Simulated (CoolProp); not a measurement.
A closed Brayton cycle with carbon dioxide: compressor inlet 310.15 K and 9.2 MPa, high pressure 17.2 MPa, turbine inlet 665 K, compressor efficiency 0.85, turbine efficiency 0.93, recuperator effectiveness 0.9 (on enthalpy, no pinch check). Each further row changes one setting.

Computed with CoolProp (reference Helmholtz-energy equation of state, Span 1996).

```csv
case,thermal efficiency (%),net work (kJ/kg),compressor to turbine work,compressor exit (K),turbine exit (K)
as stated,25.9,54.2,0.20,328.9,595.9
turbine inlet 615 K,24.3,47.9,0.23,328.9,548.6
compressor inlet 320.15 K,25.9,44.7,0.34,362.3,595.9
high pressure 14.6 MPa,22.8,41.6,0.19,323.7,613.8
recuperator effectiveness 0.5,15.6,54.2,0.20,328.9,595.9
```
